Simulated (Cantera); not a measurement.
Input (Python, Cantera):

```python
import numpy as np
import cantera as ct

surf = ct.Interface("ptcombust.yaml", "Pt_surf")
gas = surf.adjacent["gas"]
gas.TPX = 525, 500000, {'H2': 0.014, 'O2': 0.064, 'N2': 0.79, 'H2O': 0.092}
surf.TP = 525, 500000
reactor = ct.FlowReactor(gas, clone=False)
reactor.area = 0.0001  # m2
reactor.surface_area_to_volume_ratio = 1900  # 1/m
reactor.mass_flow_rate = 1.4 * reactor.area * gas.density  # inlet velocity 1.4 m/s
reactor.energy_enabled = False
wall = ct.ReactorSurface(surf, reactor, clone=False)
net = ct.ReactorNet([reactor])
net.rtol, net.atol = 1e-8, 1e-16
show, cover = ['H2', 'O2', 'H2O'], ['PT(S)', 'H(S)', 'O(S)', 'OH(S)', 'CO(S)', 'C(S)']

rows = []
print(f"{'z/m':>9s}{'u/(m/s)':>9s}" + "".join(f"{s:>13s}" for s in show + cover))
for z in [0.0001, 0.00019, 0.00037, 0.00072, 0.0014, 0.0027, 0.0052, 0.01]:
    net.advance(z)
    rows.append([reactor.speed, *gas[show].X, *surf[cover].coverages])
    print(f"{z:9.4g}{rows[-1][0]:9.3g}" + "".join(f"{x:13.4e}" for x in rows[-1][1:]))
```

Result:

```
      z/m  u/(m/s)           H2           O2          H2O        PT(S)         H(S)         O(S)        OH(S)        CO(S)         C(S)
   0.0001     1.39   6.3817e-03   6.2811e-02   1.0449e-01   1.5360e-01   4.8899e-07   6.2338e-01   2.1267e-01  -8.5323e-25   7.3414e-31
  0.00019     1.39   4.1857e-03   6.1779e-02   1.0681e-01   1.0243e-01   1.9497e-07   7.0474e-01   1.8581e-01  -1.2819e-23  -7.3193e-28
  0.00037     1.39   2.4623e-03   6.0969e-02   1.0863e-01   6.1054e-02   6.3729e-08   7.8274e-01   1.5196e-01   1.8411e-24   8.6598e-30
  0.00072     1.39   1.3602e-03   6.0451e-02   1.0979e-01   3.4017e-02   1.8879e-08   8.4533e-01   1.1827e-01   1.3009e-24   3.7810e-29
   0.0014     1.39   7.2510e-04   6.0152e-02   1.1046e-01   1.8223e-02   5.3467e-09   8.9143e-01   8.9067e-02   7.3650e-24   2.1170e-30
   0.0027     1.39   3.8238e-04   5.9991e-02   1.1082e-01   9.6359e-03   1.5179e-09   9.2369e-01   6.5998e-02   8.0643e-24   3.5317e-28
   0.0052     1.39   2.0010e-04   5.9905e-02   1.1102e-01   5.0499e-03   4.3414e-10   9.4621e-01   4.8384e-02  -2.7844e-26   5.6203e-31
     0.01     1.39   1.0442e-04   5.9860e-02   1.1112e-01   2.6375e-03   1.2640e-10   9.6191e-01   3.5266e-02  -4.1880e-25   1.1769e-29
```

Model: Deutschmann's 1995 Pt surface mechanism with GRI-Mech 3.0 gas chemistry, integrated in Cantera. Catalytic surfaces can have several steady states; this one follows from the mechanism file's or the stated starting coverage. Mass transfer to the wall is taken as infinitely fast.
